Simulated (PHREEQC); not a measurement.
Consider water at 25 °C with 0.023 mol Al2(SO4)3, 0.015 mol CaCl2 and 0.00016 mol HCl per kg of water. Closed to the air; pH follows from the charge balance.

Computed with PHREEQC (ion-association model, phreeqc.dat).

Task: The ionic strength comes out as 0.127 mol/kgw. What activity coefficients do HSO4-, Al(SO4)2-, Cl-, AlOH+2, Al+3 get?

Result: HSO4- 0.77, Al(SO4)2- 0.76, Cl- 0.75, AlOH+2 0.36, Al+3 0.16.

No solid was allowed to form. Examples of supersaturated solids here: Gibbsite (slow to form). Others may be too.
